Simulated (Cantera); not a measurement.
# NO annealing gas

A perfectly stirred reactor is fed with 25.6 % NO, 74.4 % N2, at 0.0582 atm; it is held at 1975 K, and followed from long to short residence time.

Cantera simulation using GRI-Mech 3.0 (53 species, 325 reactions); the numbers are that mechanism's predictions, not measurements.

| τ (s) | x NO | x N2O | x NO2 | x O2 | x O | x N2 |
|---|---|---|---|---|---|---|
| 2.5 | 0.213 | 1.78e-5 | 3.03e-5 | 0.0213 | 0.000372 | 0.765 |
| 1.1 | 0.238 | 2.30e-5 | 2.34e-5 | 0.00883 | 0.000273 | 0.752 |
| 0.49 | 0.249 | 2.56e-5 | 1.83e-5 | 0.00359 | 0.000214 | 0.747 |
| 0.22 | 0.253 | 2.64e-5 | 1.51e-5 | 0.00146 | 0.000180 | 0.745 |
| 0.095 | 0.255 | 2.60e-5 | 1.28e-5 | 0.000539 | 0.000153 | 0.744 |
| 0.042 | 0.256 | 2.42e-5 | 1.03e-5 | 0.000178 | 0.000121 | 0.744 |
| 0.018 | 0.256 | 2.04e-5 | 6.76e-6 | 4.25e-5 | 7.74e-5 | 0.744 |
| 0.0081 | 0.256 | 1.50e-5 | 3.34e-6 | 8.01e-6 | 3.87e-5 | 0.744 |
x: mole fraction; the columns are a selection and need not sum to one.
